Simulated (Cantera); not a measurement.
## Silicon etching in halogen gases: Si + Cl₂ + N₂

Charge: 1 mol Si, a varied amount of Cl₂, 24 mol N₂, held at 120 Torr.

Method: chemical equilibrium by Gibbs-energy minimisation in Cantera with the NASA 1993 tables (ideal gas, pure condensed phases). Candidate condensed phases: Si, Si₃N₄; 13 gas species. N₂ is the only nitrogen source here; it is nearly inert below about 1500 K, so the nitride shown seldom forms there in practice. The tables' values for SiCl₃ are old estimates. The numbers say what is thermodynamically allowed, not how fast it happens.

Stable condensed phases:

```
T in K \ n(Cl₂) in mol
         0.93  1.1  1.3  1.6  1.9  2.3  2.8  3.3    4  4.7  5.7
   1575     A    A    A    B    B    B    B    B    B    B    B
   1475     A    A    A    A    B    B    B    B    B    B    B
   1375     A    A    A    A    A    B    B    B    B    B    B
   1275     A    A    A    A    A    B    B    B    B    B    B
   1175     A    A    A    A    A    B    B    B    B    B    B
   1075     A    A    A    A    A    B    B    B    B    B    B
    975     A    A    A    A    A    B    B    B    B    B    B
    875     A    A    A    A    A    B    B    B    B    B    B
    775     A    A    A    A    A    B    B    B    B    B    B
    675     A    A    A    A    A    B    B    B    B    B    B
    575     A    A    A    A    A    B    B    B    B    B    B
    475     A    A    A    A    A    B    B    B    B    B    B
```

A: Si₃N₄; B: gas only.
